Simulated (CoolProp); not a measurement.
2000 sccm (0 °C, 1 atm) of nitrogen bubbles through liquid toluene at 306.2 K and leaves saturated at a total pressure of 0.0364 MPa (ideal gas phase). Each further row changes one setting.

Model: reference Helmholtz-energy equation of state, Lemmon 2006, in CoolProp. It is a short technical equation, of lower accuracy than the large ones.

```
case                       vapour pressure (kPa)  mole fraction of vapour  delivery (mg/min)  delivery (sccm)  change of delivery for a bath 1 K warmer (%)
-------------------------  ---------------------  -----------------------  -----------------  ---------------  --------------------------------------------
as stated                                   5.68                    0.156               1520              370                                           5.9
bath temperature 311.2 K                    7.21                    0.198               2030              494                                           6.0
total pressure 0.0728 MPa                   5.68                   0.0781                696              169                                           5.4
```
